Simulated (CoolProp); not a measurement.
Vapour-liquid equilibrium of propylene (1) + R125 (2) at 0.00635 MPa; x and y are mole fractions of (1).

Computed with CoolProp (multi-fluid Helmholtz-energy mixture model, Lemmon 2013 and Lemmon 2005; pair parameters Bell 2016).

| x | bubble temperature, mixture model (K) | bubble temperature, Raoult's law (K) | y, mixture model | y, Raoult's law |
|---|---|---|---|---|
| 0.05 | 178.8 | 181.3 | 0.235 | 0.060 |
| 0.2 | 175.5 | 180.9 | 0.482 | 0.234 |
| 0.35 | 174.8 | 180.5 | 0.544 | 0.398 |
| 0.5 | 174.6 | 180.1 | 0.564 | 0.551 |
| 0.65 | 174.7 | 179.8 | 0.582 | 0.696 |
| 0.8 | 175.0 | 179.4 | 0.635 | 0.832 |
| 0.95 | 177.1 | 179.0 | 0.828 | 0.959 |

The largest gap from Raoult's law is -5.7 K in bubble temperature, at x = 0.35. y crosses x between x = 0.5 and 0.65: the model has an azeotrope there.

The pair parameters rest on a limited set of measurements; away from them the model extrapolates.
